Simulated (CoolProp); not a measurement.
Computed with CoolProp (reference Helmholtz-energy equation of state, Thol 2016).

Problem. Give the vapour pressure (MPa), vapour density (kg/m³), enthalpy of vaporisation (kJ/kg), liquid viscosity (µPa s) of saturated R1234ze(E) at 257.5 K.

Solution. 
```csv
T (K),p (MPa),vapour density (kg/m³),enthalpy of vaporisation (kJ/kg),liquid viscosity (µPa s)
257.5,0.117,6.53,194,314
```

Viscosity comes from a separate model (Bell 2016), an estimate that may be off by 10 % or more.
